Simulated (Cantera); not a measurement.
Input: 1 mol Si2H6, 0.02 mol HCl, 57 mol N2, equilibrated at 1073.15 K and 1200 Pa.

These are equilibrium values from Cantera (NASA tables, ideal gas, pure condensed phases), not measurements of a reactor. Candidate condensed phases: NH4Cl, Si, Si3N4; 28 gas species. The feed counts by its element totals alone. N2 is the only nitrogen source here; it is nearly inert below about 1500 K, so the nitride shown seldom forms there in practice. The numbers say what is thermodynamically allowed, not how fast it happens.

Task: What is the equilibrium state?

Result: 
```json
{
 "x(N2)": "0.949",
 "x(H2)": "0.0511",
 "x(HCl)": "0.000341",
 "n(Si3N4(s))": "0.667 mol",
 "gas_amount": "58.69 mol",
 "log10 activity of Si(s) (absent)": "-5.01"
}
```
